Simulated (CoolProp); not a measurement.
Vapour-liquid equilibrium of cyclohexane (1) + n-nonane (2) at 0.0487 MPa; x and y are mole fractions of (1).

The numbers come from the multi-fluid Helmholtz-energy mixture model, Zhou 2014 and Lemmon 2006; pair parameters Bell 2016 in CoolProp.

Task: Give the bubble temperature and the first vapour's composition at x = 0.15, 0.35, 0.65. Is there an azeotrope?

Result: x = 0.15: 376.6 K, y = 0.574; x = 0.35: 359.5 K, y = 0.824; x = 0.65: 343.4 K, y = 0.951. No azeotrope shows between x = 0.05 and 0.95.

Pair parameters are fitted to limited data, so mixtures are less certain than the pure fluids.
